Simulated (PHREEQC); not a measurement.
0.044 g of hydrous ferric oxide (600 m²/g; 0.2 weak and 0.005 strong sites per Fe, Dzombak-Morel constants, diffuse double layer) in 1 kg of water with 0.05 mol/kgw of an inert sodium salt and 2.2e-06 mol/kgw NiCl2 and 1.1e-06 mol/kgw CaCl2, at 25 °C; the pH is set by adding NaOH or the inert anion's acid. Oxygen alone is held at its pressure in air (log pO2 = -0.68). No CO2 enters from the air. Nothing may precipitate in this run.

The series has 17 steps of pH, from 4 to 10.

Equilibrium calculation in PHREEQC: ion-association model, wateq4f.dat.

Question: Near which pH is half of the Ni sorbed, and on which side is more sorbed?

Answer: Near pH 6.9, with more sorbed at higher pH.

Question: Near which pH is half of the Ca sorbed, and on which side is more sorbed?

Answer: Near pH 9.1, with more sorbed at higher pH.
